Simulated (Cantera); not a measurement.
What does this Cantera script print?

```python
import numpy as np
import cantera as ct

gas_names = """
    O2 CL2
""".split()
cond_names = """
    Sr(b) SrCL2(a) SrO(s)
""".split()


# ... load() reads the species with a 1 bar reference pressure and builds the phases ...
species = {s.name: s for s in load("nasa_gas.yaml", gas_names) + load("nasa_condensed.yaml", cond_names)}
T = 850
g = {n: (s.thermo.h(T) - T * s.thermo.s(T)) / (ct.gas_constant * T * np.log(10)) for n, s in species.items()}
valid = cond_names  # the entries whose range holds T


def stable(la, lb):
    # potentials (over RT ln 10) of the two non-metals from log10 p(O2) and log10 p(CL2) in bar
    mu = {}
    mu["O"] = (g["O2"] + la) / 2
    mu["Cl"] = (g["CL2"] + lb) / 2
    cost = {}
    for n in valid:
        c = species[n].composition
        cost[n] = (g[n] - sum(c.get(e, 0) * m for e, m in mu.items())) / c["Sr"]
    return min(cost, key=cost.get)


results = []
for lb in [0, -3.2, -6.5, -9.8, -13, -16.2, -19.5, -22.8, -26, -29.2, -32.5, -35.8, -39]:
    row = [stable(la, lb) for la in [-40, -37.8, -35.7, -33.5, -31.4, -29.2, -27.1, -24.9, -22.7, -20.6, -18.4, -16.3, -14.1, -11.9, -9.8, -7.6, -5.5, -3.3, -1.2, 1]]
    results.append(row)
    print(f"{lb:6.1f}  " + " ".join(f"{valid.index(n):x}" for n in row))
print("key: " + ", ".join(f"{i:x} {n}" for i, n in enumerate(valid)))
```

Output:

```
   0.0  1 1 1 1 1 1 1 1 1 1 1 1 1 1 1 1 1 1 1 1
  -3.2  1 1 1 1 1 1 1 1 1 1 1 1 1 1 1 1 1 1 1 1
  -6.5  1 1 1 1 1 1 1 1 1 1 1 1 1 1 1 1 1 1 1 1
  -9.8  1 1 1 1 1 1 1 1 1 1 1 1 1 1 1 1 1 1 1 1
 -13.0  1 1 1 1 1 1 1 1 1 1 1 1 1 1 1 1 1 1 2 2
 -16.2  1 1 1 1 1 1 1 1 1 1 1 1 1 1 1 2 2 2 2 2
 -19.5  1 1 1 1 1 1 1 1 1 1 1 1 2 2 2 2 2 2 2 2
 -22.8  1 1 1 1 1 1 1 1 1 2 2 2 2 2 2 2 2 2 2 2
 -26.0  1 1 1 1 1 1 2 2 2 2 2 2 2 2 2 2 2 2 2 2
 -29.2  1 1 1 2 2 2 2 2 2 2 2 2 2 2 2 2 2 2 2 2
 -32.5  2 2 2 2 2 2 2 2 2 2 2 2 2 2 2 2 2 2 2 2
 -35.8  2 2 2 2 2 2 2 2 2 2 2 2 2 2 2 2 2 2 2 2
 -39.0  2 2 2 2 2 2 2 2 2 2 2 2 2 2 2 2 2 2 2 2
key: 0 Sr(b), 1 SrCL2(a), 2 SrO(s)
```

Standard-state values (1 bar) from the NASA 1993 polynomials, evaluated with Cantera. Not in the tables: the peroxide, oxide halides.
